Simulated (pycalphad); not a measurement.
Computed with pycalphad from the COST 507 light-alloy database (1999), at 1 atm. These are 1990s assessments: newer ones move some temperatures and phases. Phase fractions are per mole of atoms. Kinetics are ignored, which matters at the lower temperatures.

Q: Give the equilibrium state of Ti-0.3Hf-4.64B (at.%) at 277 °C.

A: 
```
T = 550.00 K, P = 101325 Pa, N = 1 mol of atoms
G = -26173 J/mol, H = -984 J/mol, S = 45.80 J/(mol K)  (SER reference)
chemical potentials (J/mol): Ti -19150, Hf -44564, B -168853
phase             fraction      x(Ti)      x(Hf)       x(B)
HCP_A3              0.9074     0.9966     0.0033    0.00011
BM                  0.0926     0.4999   5.77e-05     0.5000
```

Q: Give the equilibrium state of Ti-0.3Hf-4.64B (at.%) at 1277 °C.

A: bcc, fraction 0.911, with 0.33 Hf, 0.19 B at.%; BM, fraction 0.089, with 0.03 Hf, 50.0 B at.%.

Database names, with the compositions (at.%) that they take in these runs: BM: Ti 50 B 50. HCP_A3 is hcp.
